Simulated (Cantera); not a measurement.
# Thermodynamics of titanium nitride, carbide and oxide coatings, feed Ti(OiPr)4 + CH4

Charge: 1 mol Ti(OiPr)4, 3.9 mol CH4, at 24.0 Torr.

These are equilibrium values from Cantera (NASA tables, ideal gas, pure condensed phases), not measurements of a reactor. Candidate condensed phases: C, C6H6, C7H8, C8H18, H2O, Ti, TiC, TiO, TiO2, Ti2O3, Ti3O5, Ti4O7; 113 gas species. The feed counts by its element totals alone. TiC: taken at fixed stoichiometry. Condensed phases not in the tables: Magnéli phases beyond Ti4O7. Kinetics and transport are ignored.

At 1000 K the condensed part is C(graphite) + TiO2(rutile). At 1150 K the condensed part is C(graphite) + Ti4O7(s). From 1300 K to 2200 K the condensed part is C(graphite) + TiC(s).

| T (K) | log p H2 | log p CO | log p H | log p CH4 | log p C2H2 (acetylene) | n C(graphite) | n TiO2(rutile) | n Ti4O7(s) | n TiC(s) |
|---|---|---|---|---|---|---|---|---|---|
| 1000 | -1.53 | -2.58 | -9.41 | -4.09 | -10.48 | 13.9 | 1.00 | 0 | 0 |
| 1150 | -1.54 | -2.52 | -7.90 | -4.71 | -8.95 | 13.6 | 0 | 0.250 | 0 |
| 1300 | -1.57 | -2.30 | -6.74 | -5.24 | -7.81 | 10.9 | 0 | 0 | 1.00 |
| 1450 | -1.57 | -2.30 | -5.81 | -5.62 | -6.88 | 10.9 | 0 | 0 | 1.00 |
| 1600 | -1.57 | -2.30 | -5.05 | -5.92 | -6.13 | 10.9 | 0 | 0 | 1.00 |
| 1750 | -1.57 | -2.30 | -4.42 | -6.18 | -5.51 | 10.9 | 0 | 0 | 1.00 |
| 1900 | -1.57 | -2.31 | -3.89 | -6.39 | -4.99 | 10.9 | 0 | 0 | 1.00 |
| 2050 | -1.57 | -2.31 | -3.43 | -6.58 | -4.55 | 10.9 | 0 | 0 | 1.000 |
| 2200 | -1.58 | -2.31 | -3.04 | -6.75 | -4.17 | 10.8 | 0 | 0 | 1.000 |
log p: log10 of the partial pressure in bar; n: condensed amount in mol.
